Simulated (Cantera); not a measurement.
Adiabatic ignition

An adiabatic, constant-volume homogeneous reactor starts with 4.42 % C₃H₈, 20.1 % O₂, 75.5 % N₂, equivalence ratio 1.1, at 1200 K and 1.00 bar.

Detailed kinetics in Cantera: GRI-Mech 3.0 (53 species, 325 reactions). GRI-Mech 3.0 was tuned for natural gas; its chemistry of propane as a main component is partial and can be far from experiment.

```csv
t (s),T (K),P (bar),x C₃H₈,x O₂,x HO₂,x H₂O₂,x CO,x NO,x N₂O
2.00e-6,1200,1.000,0.0441,0.201,1.20e-7,1.75e-10,<1e-12,<1e-12,<1e-12
5.52e-6,1200,1.000,0.0441,0.201,6.19e-7,2.70e-9,4.02e-12,<1e-12,<1e-12
1.53e-5,1200,1.000,0.0441,0.201,2.33e-6,3.19e-8,6.32e-11,<1e-12,<1e-12
4.21e-5,1200,1.000,0.0441,0.201,6.72e-6,2.85e-7,1.29e-9,<1e-12,1.23e-12
0.000116,1200,1.000,0.0441,0.201,1.30e-5,1.83e-6,5.49e-8,<1e-12,8.21e-12
0.000321,1200,1.00,0.0438,0.201,9.98e-6,4.35e-6,1.74e-6,<1e-12,2.97e-11
0.000887,1200,1.00,0.0431,0.200,1.09e-5,5.46e-6,1.95e-5,<1e-12,8.25e-11
0.00245,1203,1.01,0.0407,0.199,1.64e-5,9.21e-6,0.000199,<1e-12,2.79e-10
0.00676,2884,2.66,<1e-12,0.0139,6.38e-6,3.51e-7,0.0632,0.00924,8.21e-7
0.0187,2883,2.66,<1e-12,0.0138,6.30e-6,3.48e-7,0.0633,0.00981,8.34e-7
0.0516,2883,2.66,<1e-12,0.0138,6.30e-6,3.48e-7,0.0633,0.00981,8.34e-7
0.142,2883,2.66,<1e-12,0.0138,6.30e-6,3.48e-7,0.0633,0.00981,8.34e-7
0.393,2883,2.66,<1e-12,0.0138,6.30e-6,3.48e-7,0.0633,0.00981,8.34e-7
1.09,2883,2.66,<1e-12,0.0138,6.30e-6,3.48e-7,0.0633,0.00981,8.34e-7
3.00,2883,2.66,<1e-12,0.0138,6.30e-6,3.48e-7,0.0633,0.00981,8.34e-7
```
x: mole fraction; the columns are a selection and need not sum to one.

The time of steepest temperature rise is 5.85 ms and the temperature at 3.00 s is 2883 K. The equilibrium temperature comes out as 2883 K. The x(C₃H₈) at 3.00 s is <1e-12 (gas-phase equilibrium <1e-12). The x(O₂) at 3.00 s is 0.0138 (gas-phase equilibrium 0.0138). The x(HO₂) at 3.00 s is 6.30e-6 (gas-phase equilibrium 6.30e-6).
